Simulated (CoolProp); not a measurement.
Properties of CH3F (R41) along the isobar 11.4 MPa.

Computed with CoolProp (reference Helmholtz-energy equation of state, Lemmon 2006). It is a short technical equation, of lower accuracy than the large ones.

```
T (°C)          phase  cp (kJ/(kg K))  cv (kJ/(kg K))  expansivity (1/kK)  fugacity coefficient
------  -------------  --------------  --------------  ------------------  --------------------
-31.95         liquid           2.119           1.205               2.827               0.07360
-17.85         liquid           2.179           1.196                   …                0.1104
-3.65          liquid           2.264           1.192               3.622                0.1571
10.45          liquid               …           1.195               4.256                0.2124
24.65          liquid           2.555           1.204               5.215                0.2762
38.75          liquid           2.829           1.221               6.798                0.3456
52.85   supercritical               …           1.251               9.855                0.4183
67.05   supercritical           4.267               …               16.40                0.4908
81.15   supercritical           4.826           1.337                   …                0.5563
95.35   supercritical           3.825           1.310               16.32                0.6116
109.45  supercritical           3.010           1.275               11.50                0.6571
123.55  supercritical           2.558           1.255               8.720                0.6957
137.75  supercritical               …           1.249               7.018                     …
```

**Question.** Fill in the missing entries.

**Answer.** 
- -17.85, expansivity (1/kK): 3.166
- 10.45, cp (kJ/(kg K)): 2.382
- 52.85, cp (kJ/(kg K)): 3.320
- 67.05, cv (kJ/(kg K)): 1.300
- 81.15, expansivity (1/kK): 21.64
- 137.75, cp (kJ/(kg K)): 2.294
- 137.75, fugacity coefficient: 0.7293

The peak of cp marks the crossing from liquid-like to gas-like fluid above the critical point.
